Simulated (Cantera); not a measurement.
What does this Cantera script print?

```python
import numpy as np
import cantera as ct

gas_names = """
    H HO2 H2 H2O H2O2 H2S H2SO4 Mg MgH MgO MgOH MgO2H2 MgS Mg2 O OH O2 O3 S SH SO SO2 SO3 S2 S2O S8
""".split()
cond_names = """
    H2O(s) H2O(L) H2SO4(L) Mg(cr) Mg(L) MgO(s) MgO(L) MgO2H2(s) MgS(s) MgSO4(s) MgSO4(L) S(cr1) S(cr2)
    S(L)
""".split()


# ... load() reads the species with a 1 bar reference pressure and builds the phases ...
atoms = {
    'MgO': {'Mg': 1, 'O': 1},
    'H2S': {'H': 2, 'S': 1},
    'O2': {'O': 2},
}
top_T = {'MgS(s)': 2250}  # K; cautious upper limits of use, not melting points


# ... equilibrate(T, P, feed) seeds the gas with the atoms and calls Mixture.equilibrate('TP', solver="vcs", rtol=1e-11, max_steps=5000) ...
results = []
feed = {'MgO': 1, 'H2S': 0.69, 'O2': 0.038}  # mol
P = 13000  # Pa
for T in [623, 723, 823, 923, 1023, 1123, 1223, 1323, 1423, 1523, 1623, 1723, 1823, 1923]:
    mix = equilibrate(T, P, feed)
    results.append((T, P, feed, dict(zip(mix.species_names, mix.species_moles))))
    x = sorted(zip(gas.X, gas.species_names), reverse=True)
    print(f"T = {T:g} K  P = {P:g} Pa  gas = {mix.phase_moles(0):.4g} mol")
    print("   x: " + "  ".join(f"{s} {v:.3e}" for v, s in x if v > 1e-05))
    print("   condensed (mol): " + ("  ".join(f"{mix.phase(i).name} {mix.phase_moles(i):.4g}"
          for i in range(1, mix.n_phases) if mix.phase_moles(i) > 1e-12) or "none"))
```

It prints:

```
T = 623 K  P = 13000 Pa  gas = 0.7025 mol
   x: H2S 8.737e-01  H2O 1.082e-01  S8 1.217e-02  S2 5.575e-03  H2 3.704e-04  SO2 1.187e-05
   condensed (mol): MgO(s) 1
T = 723 K  P = 13000 Pa  gas = 0.7254 mol
   x: H2S 8.453e-01  H2O 1.046e-01  S2 4.729e-02  S8 1.391e-03  H2 1.299e-03  SO2 8.191e-05  S2O 3.855e-05
   condensed (mol): MgO(s) 1
T = 823 K  P = 13000 Pa  gas = 0.7306 mol
   x: H2S 8.334e-01  H2O 1.039e-01  S2 5.547e-02  H2 7.128e-03  SO2 4.062e-05  S2O 2.820e-05
   condensed (mol): MgO(s) 1
T = 923 K  P = 13000 Pa  gas = 0.7377 mol
   x: H2S 8.061e-01  H2O 1.029e-01  S2 6.459e-02  H2 2.632e-02  SO2 2.554e-05  S2O 2.355e-05  SH 1.598e-05
   condensed (mol): MgO(s) 1
T = 1023 K  P = 13000 Pa  gas = 0.7533 mol
   x: H2S 7.479e-01  H2O 1.008e-01  S2 8.396e-02  H2 6.721e-02  SH 7.533e-05  S2O 2.615e-05  SO2 2.345e-05
   condensed (mol): MgO(s) 1
T = 1123 K  P = 13000 Pa  gas = 0.7788 mol
   x: H2S 6.579e-01  H2 1.304e-01  S2 1.138e-01  H2O 9.749e-02  SH 2.666e-04  S2O 3.439e-05  SO2 2.783e-05
   condensed (mol): MgO(s) 1
T = 1223 K  P = 13000 Pa  gas = 0.8127 mol
   x: H2S 5.473e-01  H2 2.080e-01  S2 1.505e-01  H2O 9.339e-02  SH 7.432e-04  S2O 4.790e-05  SO2 3.798e-05
   condensed (mol): MgO(s) 1
T = 1323 K  P = 13000 Pa  gas = 0.8509 mol
   x: H2S 4.327e-01  H2 2.882e-01  S2 1.881e-01  H2O 8.912e-02  SH 1.700e-03  S2O 6.675e-05  SO2 5.585e-05  SO 1.916e-05
   condensed (mol): MgO(s) 1
T = 1423 K  P = 13000 Pa  gas = 0.8888 mol
   x: H2 3.602e-01  H2S 3.293e-01  S2 2.217e-01  H2O 8.520e-02  SH 3.318e-03  S2O 9.126e-05  SO2 8.568e-05  SO 5.371e-05  S 2.073e-05  H 1.106e-05
   condensed (mol): MgO(s) 1
T = 1523 K  P = 13000 Pa  gas = 0.9223 mol
   x: H2 4.185e-01  S2 2.485e-01  H2S 2.449e-01  H2O 8.188e-02  SH 5.716e-03  SO 1.356e-04  SO2 1.342e-04  S2O 1.217e-04  S 7.318e-05  H 4.147e-05
   condensed (mol): MgO(s) 1
T = 1623 K  P = 13000 Pa  gas = 0.9496 mol
   x: H2 4.622e-01  S2 2.680e-01  H2S 1.807e-01  H2O 7.914e-02  SH 8.949e-03  SO 3.121e-04  S 2.187e-04  SO2 2.106e-04  S2O 1.583e-04  H 1.303e-04
   condensed (mol): MgO(s) 1
T = 1723 K  P = 13000 Pa  gas = 0.971 mol
   x: H2 4.934e-01  S2 2.809e-01  H2S 1.337e-01  H2O 7.676e-02  SH 1.302e-02  SO 6.613e-04  S 5.703e-04  H 3.553e-04  SO2 3.255e-04  S2O 2.004e-04
   condensed (mol): MgO(s) 1
T = 1823 K  P = 13000 Pa  gas = 0.9877 mol
   x: H2 5.148e-01  S2 2.886e-01  H2S 9.993e-02  H2O 7.449e-02  SH 1.790e-02  S 1.329e-03  SO 1.298e-03  H 8.622e-04  SO2 4.893e-04  S2O 2.467e-04  Mg 4.990e-05  MgS 1.926e-05
   condensed (mol): MgO(s) 0.9999
T = 1923 K  P = 13000 Pa  gas = 1.001 mol
   x: H2 5.286e-01  S2 2.917e-01  H2S 7.559e-02  H2O 7.214e-02  SH 2.350e-02  S 2.820e-03  SO 2.376e-03  H 1.900e-03  SO2 7.107e-04  S2O 2.954e-04  Mg 2.724e-04  MgS 8.845e-05  OH 2.232e-05
   condensed (mol): MgO(s) 0.9996
```

Equilibrium computed with Cantera from the NASA thermochemical tables; the gas is ideal and each condensed phase is pure. Gases not in the tables: S3 to S7.
